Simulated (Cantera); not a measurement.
A jet of CH₄ : O₂ : N₂ = 0.039 : 0.19 : 0.79 (molar parts), equivalence ratio 0.41 at 300 K and 34.5 Torr hits a platinum plate 3.1 cm away at a mass flux of 0.03 kg/m²/s; the plate temperature is set and raised in steps from an oxygen-covered start.

Model: Deutschmann's 1995 Pt surface mechanism with GRI-Mech 3.0 gas chemistry, integrated in Cantera. Catalytic surfaces can have several steady states; this one follows from the mechanism file's or the stated starting coverage.

x: mole fraction at the wall; θ: surface coverage.

| plate T (K) | wall x CH₄ | wall x O₂ | wall x H₂O | wall x OH | wall x CO | wall x CO₂ | θ free Pt | θ O* |
|---|---|---|---|---|---|---|---|---|
| 900 | 0.0289 | 0.166 | 0.0175 | 3.64e-8 | 1.14e-5 | 0.0115 | 0.214 | 0.786 |
| 950 | ? | 0.156 | ? | ? | ? | ? | ? | ? |
| 1000 | 0.0194 | 0.146 | 0.0352 | 3.40e-7 | 1.44e-5 | 0.0231 | 0.356 | 0.643 |
| 1050 | 0.0157 | 0.138 | 0.0420 | 8.42e-7 | 1.56e-5 | 0.0277 | 0.428 | 0.571 |
| 1100 | ? | 0.132 | ? | ? | ? | ? | ? | ? |

Q: Complete the blanks.

A: 
- 950, wall x CH₄: 0.0240
- 950, wall x H₂O: 0.0268
- 950, wall x OH: 1.19e-7
- 950, wall x CO: 1.31e-5
- 950, wall x CO₂: 0.0176
- 950, θ free Pt: 0.284
- 950, θ O*: 0.715
- 1100, wall x CH₄: 0.0129
- 1100, wall x H₂O: 0.0471
- 1100, wall x OH: 1.88e-6
- 1100, wall x CO: 1.69e-5
- 1100, wall x CO₂: 0.0310
- 1100, θ free Pt: 0.497
- 1100, θ O*: 0.502
